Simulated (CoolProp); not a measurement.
Vapour-liquid equilibrium of cyclohexane (1) + p-xylene (2) at 134.95 °C; x and y are mole fractions of (1).

Computed with CoolProp (multi-fluid Helmholtz-energy mixture model, Zhou 2014 and Zhou 2012; pair parameters Bell 2016).

```tsv
x	bubble pressure (kPa)	y at the bubble point	dew pressure at overall composition x (kPa)	liquid density (mol/L)
0.05	112.6	0.211	96.61	7.157
0.125	141.2	0.411	103.5	7.207
0.2	168.1	0.540	111.3	7.257
0.275	193.5	0.630	120.4	7.308
0.35	217.6	0.699	131.0	7.359
0.425	240.6	0.752	143.7	7.411
0.5	262.7	0.797	158.8	7.465
0.575	284.2	0.835	177.2	7.519
0.65	305.3	0.869	199.9	7.575
0.725	326.2	0.900	228.4	7.632
0.8	347.0	0.928	264.3	7.691
0.875	368.1	0.956	309.3	7.752
0.95	389.6	0.982	363.6	7.815
```

No azeotrope shows between x = 0.05 and 0.95.

The pair parameters rest on a limited set of measurements; away from them the model extrapolates.
